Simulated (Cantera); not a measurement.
Charge: 1 mol H2S, 0.041 mol SO2, 0.18 mol O2, at 2050 K and 0.133 bar.

These are equilibrium values from Cantera (NASA tables, ideal gas, pure condensed phases), not measurements of a reactor. Candidate condensed phases: H2O, H2SO4, S; 19 gas species. The numbers say what is thermodynamically allowed, not how fast it happens.

Base state: H2 0.378, S2 0.282, H2O 0.222, H2S 0.0379, SH 0.0260, SO2 0.0220, SO 0.0208, S 0.00636 (mole fractions); condensed: gas only.

What changes in the equilibrium state with this change: O2 from 0.18 to 1 mol?


```tsv
species	before	after
H2O	0.222	0.395
SO2	0.0220	0.326
H2	0.378	0.125
S2	0.282	0.0741
H2S	0.0379	0.00644
SH	0.0260	0.00768
SO	0.0208	0.0574
O2	4.49e-7	1.29e-5
OH	0.000245	0.000757
S	0.00636	0.00326
```
